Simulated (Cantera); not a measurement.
Input: 1 mol SiH₄, 0.011 mol C₂H₂, 1600 mol H₂, held at 1850 K and 13.0 mbar.

Equilibrium computed with Cantera from the NASA thermochemical tables; the gas is ideal and each condensed phase is pure. Candidate condensed phases: C, C₆H₆, C₇H₈, C₈H₁₈, Si, SiC; 87 gas species. Gases not in the tables: Si₂H₆ and higher silanes. Rates play no part.

Base state: H₂ 0.995, H 0.00471, Si 0.000496, SiH 5.59e-5, SiH₂ 4.19e-5 (mole fractions); condensed: SiC(s).

### Question
What changes in the equilibrium state with this change: pressure from 13.0 mbar to 0.400 bar?

### Answer
```tsv
species	before	after
H₂	0.995	0.999
H	0.00471	0.000851
SiH₂	4.19e-5	4.21e-5
Si	0.000496	1.61e-5
SiH	5.59e-5	1.01e-5
SiC(s), mol	0.00982	0.00806
Si(l), mol	0	0.880
```
Mutual solubility and eutectic melting of coexisting phases are not modelled.

### Question
What changes in the equilibrium state with this change: temperature from 1850 K to 2075 K?

### Answer
```csv
species,before,after
H₂,0.995,0.976
H,0.00471,0.0231
Si,0.000496,0.000565
SiH₂,4.19e-5,1.13e-5
SiH,5.59e-5,3.64e-5
"SiC(s), mol",0.00982,0
```
